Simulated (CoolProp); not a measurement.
Properties of n-perfluorobutane along the isobar 3.25 MPa.

Computed with CoolProp (reference Helmholtz-energy equation of state, Gao 2022).

| T (°C) | phase | density (kg/m³) | speed of sound (m/s) | expansivity (1/kK) |
|---|---|---|---|---|
| 22.15 | liquid | 1528 | 438.0 | 2.361 |
| 32.55 | liquid | 1490 | 407.0 | 2.523 |
| 42.85 | liquid | 1450 | 375.5 | 2.730 |
| 53.15 | liquid | 1408 | 343.1 | 3.000 |
| 63.45 | liquid | 1363 | 309.8 | 3.363 |
| 73.75 | liquid | 1313 | 275.3 | 3.868 |
| 84.05 | liquid | 1257 | 239.6 | 4.609 |
| 94.35 | liquid | 1193 | 202.4 | 5.784 |
| 104.65 | liquid | 1113 | 163.5 | 7.910 |
| 114.95 | supercritical | 1004 | 121.9 | 12.88 |
| 125.25 | supercritical | 818.1 | 79.19 | 31.05 |
| 135.65 | supercritical | 548.3 | 66.74 | 34.81 |
| 145.95 | supercritical | 420.5 | 74.77 | 18.91 |
| 156.25 | supercritical | 359.3 | 83.00 | 12.49 |
| 166.55 | supercritical | 321.6 | 89.92 | 9.394 |
| 176.85 | supercritical | 294.8 | 95.82 | 7.598 |
